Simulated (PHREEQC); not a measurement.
NaCl is added in steps, without added water, to 1 kg of water holding 0.0071 mol NiSO4, 0.087 mol CuCl2 and 0.011 mol H2SO4, at 84 °C. Oxygen alone is held at its pressure in air (log pO2 = -0.68). No CO2 enters from the air. The run lets Cu(OH)2, Brochantite, Antlerite, Atacamite, Ni(OH)2, Ni4(OH)6SO4, Halite, Mirabilite, Chalcanthite, Morenosite precipitate or redissolve, and no other solid.

Base run: PHREEQC, ion-association model, wateq4f.dat. Each further column changes one thing. The table gives pH.

```tsv
NaCl added (mol)	base	Debye-Hückel limiting law	Davies equation for every ion	all activity coefficients set to 1
0	1.98	2.08	2.01	1.86
0.0255	1.98	2.08	2.01	1.87
0.0595	1.98	2.09	2.01	1.88
0.085	1.99	2.10	2.02	1.89
0.1105	1.99	2.10	2.02	1.89
0.1445	1.99	2.11	2.02	1.90
0.17	1.99	2.11	2.02	1.90
```

At this temperature some constants are extrapolated from 25 °C, and those without enthalpy data are left unchanged.
